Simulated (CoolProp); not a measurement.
Vapour-liquid equilibrium of CHF3 (R23) (1) + R22 (2) at 182.7 K; x and y are mole fractions of (1).

Values from CoolProp's multi-fluid Helmholtz-energy mixture model, Penoncello 2003 and Kamei 1995; pair parameters Bell 2016.

Question: Give the bubble pressure and the first vapour's composition at x = 0.45, 0.85, 0.95. Is there an azeotrope?

Answer: x = 0.45: 0.03467 MPa, y = 0.919; x = 0.85: 0.05319 MPa, y = 0.980; x = 0.95: 0.05802 MPa, y = 0.993. No azeotrope shows between x = 0.05 and 0.95.

The pair parameters rest on a limited set of measurements; away from them the model extrapolates.
